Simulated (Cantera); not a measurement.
Input (Python, Cantera):

```python
import numpy as np
import cantera as ct

gas = ct.Solution("gri30.yaml")
gas.TPX = 675, 210000, {'CO': 1, 'H2': 0.039, 'CH4': 0.55, 'O2': 1.08, 'N2': 3.45}
flame = ct.FreeFlame(gas, width=0.024)
flame.set_refine_criteria(ratio=3, slope=0.08, curve=0.16)
flame.transport_model = "mixture-averaged"
flame.solve(loglevel=0, auto=True)
z, T = flame.grid, flame.T
thick = (T[-1] - T[0]) / np.gradient(T, z).max()
show = ['CO', 'H2', 'CH4', 'HO2', 'C2H6', 'NO']
print(f"laminar burning velocity  {flame.velocity[0] * 100:.3f} cm/s")
print(f"burnt temperature         {T[-1]:.1f} K")
print(f"thermal thickness         {thick * 1e3:.4f} mm")
print(f"grid points               {len(z)}")
z0 = z[flame.heat_release_rate.argmax()]
print(f"{'z/mm':>9s}{'T/K':>9s}{'u/(m/s)':>9s}" + "".join(f"{s:>11s}" for s in show))
rows = []
for k in (-3, -2, -1.5, -1, -0.5, -0.25, 0, 0.25, 0.5, 1, 2, 4, 8):
    zz = z0 + k * thick
    rows.append([k * thick, np.interp(zz, z, T), np.interp(zz, z, flame.velocity),
                 *(np.interp(zz, z, flame.X[gas.species_index(s)]) for s in show)])
    print(f"{rows[-1][0] * 1e3:9.3f}{rows[-1][1]:9.1f}{rows[-1][2]:9.3f}" + "".join(f"{x:11.3e}" for x in rows[-1][3:]))
```

It prints:

```
laminar burning velocity  193.761 cm/s
burnt temperature         2455.1 K
thermal thickness         0.1322 mm
grid points               142
     z/mm      T/K  u/(m/s)         CO         H2        CH4        HO2       C2H6         NO
   -0.397    675.1    1.940  1.632e-01  7.456e-03  8.977e-02  2.436e-07  2.026e-08  2.386e-10
   -0.264    676.6    1.948  1.629e-01  9.735e-03  8.946e-02  3.183e-06  4.031e-07  3.222e-09
   -0.198    682.5    1.971  1.624e-01  1.271e-02  8.884e-02  1.636e-05  2.984e-06  1.767e-08
   -0.132    733.1    2.132  1.616e-01  1.910e-02  8.554e-02  1.090e-04  4.941e-05  1.887e-07
   -0.066   1113.9    3.291  1.654e-01  3.100e-02  6.350e-02  2.055e-04  7.631e-04  2.527e-06
   -0.033   1530.3    4.565  1.745e-01  3.747e-02  3.623e-02  2.092e-04  8.477e-04  6.724e-06
    0.000   1916.8    5.750  1.831e-01  3.965e-02  1.029e-02  1.044e-04  1.138e-04  1.492e-05
    0.033   2105.9    6.300  1.779e-01  3.615e-02  1.267e-03  2.177e-05  1.745e-06  2.677e-05
    0.066   2167.1    6.443  1.656e-01  3.342e-02  9.292e-05  6.899e-06  9.733e-09  3.695e-05
    0.132   2215.1    6.528  1.511e-01  3.360e-02  4.373e-07  3.289e-06  3.067e-13  4.733e-05
    0.264   2265.8    6.640  1.452e-01  3.460e-02  1.490e-10  2.182e-06  3.150e-19  5.619e-05
    0.529   2323.3    6.783  1.443e-01  3.432e-02  1.254e-13  1.444e-06  1.350e-24  6.734e-05
    1.058   2380.0    6.923  1.440e-01  3.379e-02  1.417e-13  8.071e-07  1.015e-25  8.249e-05
```

Model: GRI-Mech 3.0 (53 species, 325 reactions), integrated in Cantera. Burning velocities carry a grid error of a few per cent, more on coarse grids.
